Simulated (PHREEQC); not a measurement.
PHREEQC input (ion-association model, phreeqc.dat):

```
SOLUTION 1
  temp 25
  units mol/kgw
  pH 7 charge
  Cl 0.044
  Na 0.044
END
SELECTED_OUTPUT 1
  -reset false
  -pH true
  -pe true
  -ionic_strength true
  -water true
  -totals Cl Na Oxg
  -molalities H+ Na+ Cl- OH- NaOH
  -saturation_indices Halite
USER_PUNCH 1
  -headings p_Oxg(g) phi_Oxg(g) p_H2O(g) phi_H2O(g) density
  10 PUNCH PR_P("Oxg(g)"), PR_PHI("Oxg(g)"), PR_P("H2O(g)"), PR_PHI("H2O(g)"), RHO
PRINT
  -reset false
USE solution 1
REACTION_TEMPERATURE 1
  25
GAS_PHASE 1
  -fixed_pressure
  -pressure 2
  -temperature 25
  -volume 20
  Oxg(g) 2
  H2O(g) 0
END
# ... the last block is repeated for the other 12 points of P (atm)
```

Selected output (columns that matter, 13 of 13 rows; P (atm) added in front):

```
P (atm)	pH	mu	Cl	Na	Oxg	m_H+	m_Na+	m_Cl-	si_Halite	p_Oxg(g)	phi_Oxg(g)	p_H2O(g)	phi_H2O(g)	density
2	6.9874	0.044021	0.044021	0.044021	0.0024885	1.1984e-07	0.044021	0.044021	-4.4476	1.9681	0.99813	0.031923	0.9834	0.99891
5	6.9869	0.044022	0.044021	0.044021	0.0062398	1.2e-07	0.044021	0.044021	-4.4481	4.9672	0.99535	0.032782	0.95968	0.99905
10	6.9859	0.044023	0.044022	0.044022	0.012384	1.2025e-07	0.044022	0.044022	-4.4489	9.9657	0.99078	0.034266	0.92143	0.99929
20	6.984	0.044025	0.044025	0.044025	0.024282	1.2077e-07	0.044025	0.044025	-4.4506	19.963	0.98191	0.037433	0.84954	0.99975
30	6.9821	0.044027	0.044027	0.044027	0.03568	1.2129e-07	0.044027	0.044027	-4.4522	29.959	0.97338	0.040882	0.78346	1.0002
40	6.9803	0.04403	0.04403	0.04403	0.046604	1.218e-07	0.04403	0.04403	-4.4538	39.955	0.96519	0.044634	0.72278	1.0007
50	6.9784	0.044033	0.044033	0.044033	0.057078	1.2232e-07	0.044033	0.044033	-4.4554	49.951	0.95734	0.048706	0.66712	1.0012
75	6.9737	0.044042	0.044041	0.044041	0.081452	1.2362e-07	0.044041	0.044041	-4.4593	74.94	0.93917	0.060418	0.54754	1.0023
100	6.9691	0.044052	0.044052	0.044052	0.1035	1.2491e-07	0.044052	0.044052	-4.4631	99.925	0.92303	0.074542	0.45183	1.0035
150	6.96	0.044078	0.044078	0.044078	0.14181	1.2752e-07	0.044078	0.044078	-4.4704	149.89	0.89649	0.11097	0.31458	1.0057
200	6.9511	0.044112	0.044112	0.044112	0.17398	1.3014e-07	0.044112	0.044112	-4.4773	199.84	0.87697	0.1593	0.22714	1.008
300	6.9336	0.044198	0.044198	0.044198	0.2254	1.3539e-07	0.044198	0.044198	-4.4898	299.71	0.8555	0.29187	0.13314	1.0124
400	6.9167	0.044299	0.044299	0.044299	0.26528	1.4068e-07	0.044299	0.044299	-4.501	399.53	0.85218	0.46648	0.089432	1.0168
```
